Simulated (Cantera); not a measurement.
## Low-pressure radical oxidation in H2/O2

An isothermal, constant-pressure homogeneous reactor starts with H2 : O2 : N2 = 0.037 : 1 : 0.0043 (molar parts), at 1023 K and 0.00520 bar.

Cantera simulation using GRI-Mech 3.0 (53 species, 325 reactions); the numbers are that mechanism's predictions, not measurements. Radical loss at walls, strong at low pressure, is not modelled. The temperature is held fixed by assumption; the heat of reaction is taken as removed at once.

```json
[
 {"t (s)": "0.000700", "x H2": "0.0355", "x O2": "0.960", "x H": "1.13e-10", "x O": "1.24e-10", "x HO2": "1.68e-10", "x H2O": "7.08e-11"},
 {"t (s)": "0.00337", "x H2": "0.0355", "x O2": "0.960", "x H": "2.56e-9", "x O": "5.39e-9", "x HO2": "8.36e-10", "x H2O": "7.18e-9"},
 {"t (s)": "0.0162", "x H2": "0.0298", "x O2": "0.956", "x H": "0.00157", "x O": "0.00272", "x HO2": "1.74e-6", "x H2O": "0.00434"},
 {"t (s)": "0.0778", "x H2": "0.000360", "x O2": "0.942", "x H": "0.00383", "x O": "0.0155", "x HO2": "1.85e-6", "x H2O": "0.0329"},
 {"t (s)": "0.374", "x H2": "8.81e-5", "x O2": "0.955", "x H": "0.000444", "x O": "0.00373", "x HO2": "1.20e-6", "x H2O": "0.0355"},
 {"t (s)": "1.80", "x H2": "5.81e-6", "x O2": "0.959", "x H": "7.75e-6", "x O": "0.000252", "x HO2": "3.12e-7", "x H2O": "0.0361"},
 {"t (s)": "8.65", "x H2": "3.24e-7", "x O2": "0.960", "x H": "1.09e-7", "x O": "1.47e-5", "x HO2": "3.89e-8", "x H2O": "0.0362"},
 {"t (s)": "41.6", "x H2": "2.88e-8", "x O2": "0.960", "x H": "3.04e-9", "x O": "1.35e-6", "x HO2": "4.70e-9", "x H2O": "0.0362"},
 {"t (s)": "200", "x H2": "3.89e-9", "x O2": "0.960", "x H": "1.55e-10", "x O": "1.86e-7", "x HO2": "8.05e-10", "x H2O": "0.0362"}
]
```
x: mole fraction; the columns are a selection and need not sum to one.

Equilibrium at this temperature and pressure: H2 8.81e-11, O2 0.960, H <1e-12, O 4.26e-9, HO2 6.73e-10, H2O 0.0362 (gas phase only).
